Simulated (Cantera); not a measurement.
What does this Cantera script print?

```python
import numpy as np
import cantera as ct

gas_names = """
    F FO FO2 F2 F2O H HF HOF HO2 H2 H2F2 H2O H2O2 H3F3 H4F4 H5F5 H6F6 H7F7 O OH O2 O3
""".split()
cond_names = """
    H2O(s) H2O(L)
""".split()


def load(file, names, dense=False):
    # The tables refer to 1 bar. Condensed volumes are neglected.
    table = {s.name: s for s in ct.Species.list_from_file(file)}
    out = []
    for n in names:
        d = dict(table[n].input_data)
        d["thermo"] = dict(d["thermo"], **{"reference-pressure": 1e5})
        if dense:
            d["equation-of-state"] = {"model": "constant-volume", "density": "1e6 g/cm^3"}
        out.append(ct.Species.from_dict(d))
    return out


gas = ct.Solution(thermo="ideal-gas", species=load("nasa_gas.yaml", gas_names))
cond = {s.name: ct.Solution(thermo="fixed-stoichiometry", species=[s], name=s.name)
        for s in load("nasa_condensed.yaml", cond_names, dense=True)}
atoms = {
    'HF': {'H': 1, 'F': 1},
    'O2': {'O': 2},
}
top_T = {}  # K; cautious upper limits of use, not melting points


def equilibrate(T, P, feed):
    n = {}
    for name, mol in feed.items():
        for a, k in atoms[name].items():
            n[a] = n.get(a, 0.0) + k * mol
    gas.TPX = T, P, n
    mass = sum(n.values()) * gas.mean_molecular_weight
    gas.equilibrate("TP")
    valid = [c for c in cond.values() if c.min_temp <= T <= top_T.get(c.name, c.max_temp)]
    mix = ct.Mixture([(gas, mass / gas.mean_molecular_weight)] + [(c, 0.0) for c in valid])
    mix.T, mix.P = T, P
    mix.equilibrate("TP", solver="vcs", rtol=1e-11, max_steps=5000)
    return mix


results = []
feed = {'HF': 1, 'O2': 0.2}  # mol
T = 3498.15  # K
P = 95000  # Pa
mix = equilibrate(T, P, feed)
results.append((T, P, feed, dict(zip(mix.species_names, mix.species_moles))))
x = sorted(zip(gas.X, gas.species_names), reverse=True)
print(f"T = {T:g} K  P = {P:g} Pa  gas = {mix.phase_moles(0):.4g} mol")
print("   x: " + "  ".join(f"{s} {v:.3e}" for v, s in x if v > 1e-05))
print("   condensed (mol): " + ("  ".join(f"{mix.phase(i).name} {mix.phase_moles(i):.4g}"
      for i in range(1, mix.n_phases) if mix.phase_moles(i) > 1e-12) or "none"))
```

It prints:

```
T = 3498.15 K  P = 95000 Pa  gas = 1.368 mol
   x: HF 6.493e-01  O 1.299e-01  F 8.187e-02  O2 6.661e-02  H 3.881e-02  OH 2.377e-02  H2O 5.510e-03  H2 4.138e-03  FO 1.895e-05
   condensed (mol): none
```

These are equilibrium values from Cantera (NASA tables, ideal gas, pure condensed phases), not measurements of a reactor.
